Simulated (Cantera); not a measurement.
Charge: 1 mol PH3, 0.18 mol H2, 0.026 mol O2, at 3027 °C and 1.00 Torr.

Method: chemical equilibrium by Gibbs-energy minimisation in Cantera with the NASA 1993 tables (ideal gas, pure condensed phases). Candidate condensed phases: H2O, P, P4O10; 17 gas species. Gases not in the tables: HPO2, HPO3 and P4O6. Rates play no part.

Q: What is the equilibrium state?

A: 
```
Property                             Value
-------------------------------  ---------
x(H)                                 0.761
x(P)                                 0.219
x(PO)                              0.00601
x(O)                               0.00586
x(H2)                              0.00578
x(P2)                              0.00260
x(PH)                             0.000116
x(OH)                              7.51e-5
x(H2O)                             1.40e-6
gas amount                       4.349 mol
log10 activity of P(l) (absent)      -4.40
```
